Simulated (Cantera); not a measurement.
Feed: 1 mol SiH2Cl2, 4 mol NH3, 25 mol N2, held at 1.00 Torr.

Equilibrium computed with Cantera from the NASA thermochemical tables; the gas is ideal and each condensed phase is pure. Candidate condensed phases: NH4Cl, Si, Si3N4; 28 gas species. Mutual solubility and eutectic melting of coexisting phases are not modelled. The tables' values for SiCl, SiCl3, SiN are old estimates; treat these amounts as uncertain. The numbers say what is thermodynamically allowed, not how fast it happens.

x: gas mole fraction; n: condensed amount in mol.

```
T (K)   x N2   x H2   x HCl  x SiCl2       x H  n Si3N4(s)  n Si(s)  n Si(l)
-----  -----  -----  ------  -------  --------  ----------  -------  -------
1375   0.767  0.176  0.0559  0.00110   3.93e-5       0.320        0        0
1425   0.767  0.177  0.0535      ___       ___       0.307        0        0
1475   0.768  0.178  0.0498      ___       ___       0.286        0        0
1525   0.768  0.180  0.0448  0.00648  0.000275       0.258        0        0
1575   0.768  0.183  0.0390  0.00929  0.000487       0.225        0        0
1625   0.768  0.185  0.0332   0.0121  0.000831       0.191        0        0
1675   0.770  0.185  0.0274   0.0146   0.00137      0.0112    0.435        0
1725   0.770  0.185  0.0277   0.0144   0.00219           0        0    0.457
1775   0.768  0.183  0.0282   0.0139   0.00339           0        0    0.432
```

### Question
Some entries are withheld; supply them.

### Answer

- 1425, x SiCl2: 0.00224
- 1425, x H: 7.85e-5
- 1475, x SiCl2: 0.00404
- 1475, x H: 0.000150
